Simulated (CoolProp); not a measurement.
Properties of fluorine along the isobar 2.74 MPa.

Computed with CoolProp (reference Helmholtz-energy equation of state, de Reuck 1990).

```tsv
T (K)	phase	density (kg/m³)	Joule-Thomson coefficient (K/MPa)	expansivity (1/kK)
113.3	liquid	1286	-0.07733	7.347
125.1	liquid	1157	0.1796	11.27
136.8	gas	122.9	8.980	18.30
148.5	gas	103.2	7.475	12.53
160.3	gas	90.57	6.379	9.877
172	gas	81.49	5.530	8.304
183.7	gas	74.43	4.842	7.235
195.5	gas	68.68	4.269	6.447
207.2	gas	63.92	3.795	5.846
218.9	gas	59.87	3.395	5.367
230.7	gas	56.33	3.053	4.970
242.4	gas	53.25	2.763	4.641
254.1	gas	50.52	2.514	4.359
265.9	gas	48.06	2.297	4.112
277.6	gas	45.86	2.110	3.897
289.3	gas	43.87	1.946	3.707
```
